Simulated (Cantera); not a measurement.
Input (Python, Cantera):

```python
import numpy as np
import cantera as ct

gas = ct.Solution("gri30.yaml")
gas.TPX = 1525, 6700, {'CH4': 1, 'N2': 160}
inlet = ct.Reservoir(gas, clone=True)

reactor = ct.IdealGasConstPressureReactor(gas, energy="off", clone=False)
exhaust = ct.Reservoir(gas, clone=True)
tau = [1.2, 0.58, 0.28, 0.13, 0.064, 0.031, 0.015, 0.0071, 0.0034, 0.0017][0]
for a, b in ((inlet, reactor), (reactor, exhaust)):
    ct.MassFlowController(a, b, mdot=lambda t: reactor.mass / tau)
net = ct.ReactorNet([reactor])
show = ['CH4', 'H', 'C2H6', 'CH3', 'C2H2']

rows = []
print(f"{'tau/s':>10s}{'T/K':>9s}" + "".join(f"{s:>11s}" for s in show))
for tau in [1.2, 0.58, 0.28, 0.13, 0.064, 0.031, 0.015, 0.0071, 0.0034, 0.0017]:
    net.initial_time = 0.0
    net.advance(30 * tau)
    before = gas.X
    net.advance(40 * tau)
    drift = np.max(np.abs(gas.X - before) / (gas.X + 1e-9))
    rows.append([gas.T, *gas[show].X, drift])
    print(f"{tau:10.3e}{gas.T:9.1f}" + "".join(f"{x:11.3e}" for x in gas[show].X))
```

Output:

```
     tau/s      T/K        CH4          H       C2H6        CH3       C2H2
 1.200e+00   1525.0  4.142e-03  2.285e-06  3.286e-06  5.728e-05  8.960e-04
 5.800e-01   1525.0  4.938e-03  1.407e-06  4.228e-06  6.444e-05  4.688e-04
 2.800e-01   1525.0  5.614e-03  6.529e-07  3.986e-06  6.223e-05  1.562e-04
 1.300e-01   1525.0  6.042e-03  1.927e-07  2.003e-06  4.421e-05  2.179e-05
 6.400e-02   1525.0  6.166e-03  6.398e-08  6.195e-07  2.495e-05  1.869e-06
 3.100e-02   1525.0  6.196e-03  3.327e-08  1.480e-07  1.261e-05  1.181e-07
 1.500e-02   1525.0  6.205e-03  2.610e-08  3.130e-08  6.195e-06  6.842e-09
 7.100e-03   1525.0  6.208e-03  2.422e-08  5.570e-09  2.942e-06  3.497e-10
 3.400e-03   1525.0  6.210e-03  2.345e-08  8.797e-10  1.401e-06  1.825e-11
 1.700e-03   1525.0  6.210e-03  2.263e-08  1.349e-10  6.903e-07  1.106e-12
```

Computed with Cantera and GRI-Mech 3.0 (53 species, 325 reactions). GRI-Mech 3.0 stops at C3 and has no aromatics, soot or wall deposition, so with more carbon than oxygen in the feed, carbon stays in small species such as C2H2 where larger ones or solid carbon would form.
